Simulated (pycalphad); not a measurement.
All values are pycalphad results on the COST 507 light-alloy database (1999) (1 atm), not direct measurements. These are 1990s assessments: newer ones move some temperatures and phases. Diffusion is slow at the low end, where real alloys seldom reach equilibrium.

Molar enthalpy of Si-19.05Cu (at.%) in equilibrium (SER reference):

```csv
T (°C),H (kJ/mol),phases
1577,81.23,LIQUID
1502,79.13,LIQUID
1427,77.03,LIQUID
1352,74.92,LIQUID
1327,74.22,LIQUID
1302,73.51,LIQUID
1277,65.78,LIQUID + DIAMOND_A4
1202,49.57,LIQUID + DIAMOND_A4
1127,40.17,DIAMOND_A4 + LIQUID
1052,33.93,DIAMOND_A4 + LIQUID
977,29.51,DIAMOND_A4 + LIQUID
902,26.09,DIAMOND_A4 + LIQUID
827,23.23,DIAMOND_A4 + LIQUID
777,19.24,DIAMOND_A4 + CU19SI6_ETA
752,18.57,DIAMOND_A4 + CU19SI6_ETA
677,16.57,DIAMOND_A4 + CU19SI6_ETA
602,14.59,DIAMOND_A4 + CU19SI6_ETA
527,12.64,DIAMOND_A4 + CU19SI6_ETA
452,10.72,DIAMOND_A4 + CU19SI6_ETA
377,8.83,DIAMOND_A4 + CU19SI6_ETA
302,6.98,DIAMOND_A4 + CU19SI6_ETA
227,5.16,DIAMOND_A4 + CU19SI6_ETA
```

Cooling from 1302 °C to 777 °C, across the freezing range, releases 54.3 kJ/mol, or 1560 J/g. The slope is 28 J/(mol K) in the liquid and 27 J/(mol K) just below the solidus, where it includes any heat of precipitation. Liquidus 1299 °C, solidus 801 °C. Changes were sought between steps of 25 K, so a narrower field can be missed.

Database names, with the compositions (at.%) that they take in these runs: CU19SI6_ETA: Cu 76 Si 24. DIAMOND_A4 is diamond (Si).
